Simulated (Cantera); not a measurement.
## Equilibrium for halide evaporation, hydrolysis and transport: SrCl2 + O2 + H2

A closed system holds: 1 mol SrCl2, 0.63 mol O2, a varied amount of H2, at 1925 K and 950 Pa.

Equilibrium computed with Cantera from the NASA thermochemical tables; the gas is ideal and each condensed phase is pure. Candidate condensed phases: H2O, Sr, SrCl2, SrO, Sr(OH)2; 20 gas species. Condensed phases not in the tables: oxide chlorides. Rates play no part.

```tsv
n(H2) (mol)	x H2	x SrCl2	x H2O	x O2	x HCl	x Cl	n SrO(s)
0.26	0.000367	0.527	0.117	0.275	0.0525	0.0202	0.0643
0.61	0.00111	0.467	0.271	0.161	0.0750	0.0166	0.0890
1.4	0.0591	0.369	0.475	0.000174	0.0884	0.00268	0.108
3.3	0.468	0.206	0.267	8.79e-7	0.0494	0.000533	0.103
7.5	0.725	0.103	0.136	9.49e-8	0.0250	0.000217	0.0950
17	0.863	0.0481	0.0652	1.54e-8	0.0118	9.38e-5	0.0743
40	0.931	0.0204	0.0301	2.83e-9	0.00523	4.00e-5	0.00641
93	0.963	0.00809	0.0132	5.09e-10	0.00353	2.65e-5	0
```
x: gas mole fraction; n: condensed amount in mol.

From 0.26 mol H2 to 40 mol H2 the condensed part is SrO(s). At 93 mol H2 nothing is condensed. The main Sr-bearing gas is SrCl2 throughout. The share of Sr in condensed phases is highest at 1.4 mol H2 (10.8 %) and lowest at 93 mol H2 (0.0 %).
